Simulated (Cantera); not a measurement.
Input (Python, Cantera):

```python
import numpy as np
import cantera as ct

gas = ct.Solution("gri30.yaml")
gas.TPX = 1200, 36000, {'H2': 1, 'O2': 1.39, 'N2': 5.22}
reactor = ct.IdealGasConstPressureReactor(gas, energy="on", clone=False)
net = ct.ReactorNet([reactor])
net.rtol, net.atol = 1e-08, 1e-16
show = ['H2', 'O2', 'OH', 'HO2', 'H', 'O', 'NO2']
times = np.geomspace(6e-06, 4, 10)

steps = ct.SolutionArray(gas, extra=["t"])
rows = []
print(f"{'t/s':>10s}{'T/K':>9s}{'P/Pa':>11s}" + "".join(f"{s:>11s}" for s in show))
for t in times:
    while net.time < t:
        t_next = net.step()
        steps.append(gas.state, t=t_next)
    rows.append([np.interp(t, steps.t, y) for y in (steps.T, steps.P, *steps(*show).X.T)])
    print(f"{t:10.3e}{rows[-1][0]:9.1f}{rows[-1][1]:11.4g}" + "".join(f"{x:11.3e}" for x in rows[-1][2:]))
rate = np.gradient(steps.T, steps.t)
print("integrator steps:", len(steps.t))
if steps.T.max() > steps.T[0] + 200:
    print(f"time of steepest temperature rise: {steps.t[rate.argmax()]:.4e} s")
gas.TPX = 1200, 36000, {'H2': 1, 'O2': 1.39, 'N2': 5.22}
gas.equilibrate("HP")
print(f"equilibrium (HP): T = {gas.T:.1f} K  " + "  ".join(f"{s} {gas[s].X[0]:.3e}" for s in show))
```

Result:

```
       t/s      T/K       P/Pa         H2         O2         OH        HO2          H          O        NO2
 6.000e-06   1200.0    3.6e+04  1.314e-01  1.827e-01  5.050e-10  3.675e-09  3.920e-09  8.099e-10  5.500e-28
 2.662e-05   1200.0    3.6e+04  1.314e-01  1.827e-01  1.505e-08  2.205e-08  9.282e-08  2.688e-08  1.660e-24
 1.181e-04   1220.5    3.6e+04  1.082e-01  1.718e-01  1.941e-03  2.760e-05  1.133e-02  3.384e-03  1.740e-12
 5.241e-04   1914.7    3.6e+04  5.215e-03  1.185e-01  1.261e-02  6.940e-06  6.254e-03  1.141e-02  3.880e-09
 2.326e-03   2089.6    3.6e+04  8.924e-04  1.227e-01  6.464e-03  2.478e-06  3.622e-04  1.882e-03  2.373e-08
 1.032e-02   2109.8    3.6e+04  4.166e-04  1.236e-01  4.531e-03  2.633e-06  1.135e-04  8.775e-04  6.184e-08
 4.579e-02   2109.4    3.6e+04  4.155e-04  1.235e-01  4.522e-03  2.629e-06  1.130e-04  8.745e-04  1.728e-07
 2.032e-01   2108.0    3.6e+04  4.121e-04  1.231e-01  4.490e-03  2.610e-06  1.116e-04  8.646e-04  6.470e-07
 9.015e-01   2102.8    3.6e+04  4.000e-04  1.219e-01  4.379e-03  2.543e-06  1.065e-04  8.300e-04  2.340e-06
 4.000e+00   2095.8    3.6e+04  3.842e-04  1.203e-01  4.233e-03  2.454e-06  9.993e-05  7.852e-04  4.631e-06
integrator steps: 1307
time of steepest temperature rise: 1.3713e-04 s
equilibrium (HP): T = 2095.3 K  H2 3.829e-04  O2 1.201e-01  OH 4.221e-03  HO2 2.447e-06  H 9.940e-05  O 7.816e-04  NO2 4.822e-06
```

Detailed kinetics in Cantera: GRI-Mech 3.0 (53 species, 325 reactions).
